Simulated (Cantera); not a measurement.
A perfectly stirred reactor is fed with CH₃OH : O₂ : N₂ = 1 : 2.24 : 8.42 (molar parts), at 0.950 bar; it is adiabatic with a 700 K inlet, and is followed from long to short residence time, starting on the burning branch (τ in s: 0.067, 0.029, 0.012, 0.0054, 0.0023, 0.001, 0.00043, 0.00019, 8.1e-05).

Computed with Cantera and GRI-Mech 3.0 (53 species, 325 reactions). GRI-Mech 3.0 was tuned for natural gas; its chemistry of methanol as a main component is partial and can be far from experiment.

Task: What does this change do: CH3OH 1 to 0.63 parts?

Result: 
```tsv
quantity	before	after
blow-out, bracketed by the residence times tried	burning at 81.0 µs, the shortest tried	burning at 1.00 ms, out at 0.430 ms
x(CH₃OH) at τ = 67.0 ms	1.54e-6	5.80e-6
x(O₂) at τ = 67.0 ms	0.0604	0.111
x(H₂O) at τ = 67.0 ms	0.161	0.108
x(CH₂) at τ = 67.0 ms	6.80e-9	4.07e-10
x(CH₄) at τ = 67.0 ms	2.20e-8	6.40e-9
x(CH₃OH) at τ = 2.30 ms	1.79e-5	5.77e-5
x(O₂) at τ = 2.30 ms	0.0627	0.113
x(H₂O) at τ = 2.30 ms	0.156	0.106
x(CH₂) at τ = 2.30 ms	8.40e-8	1.65e-8
x(CH₄) at τ = 2.30 ms	1.09e-7	8.78e-8
```
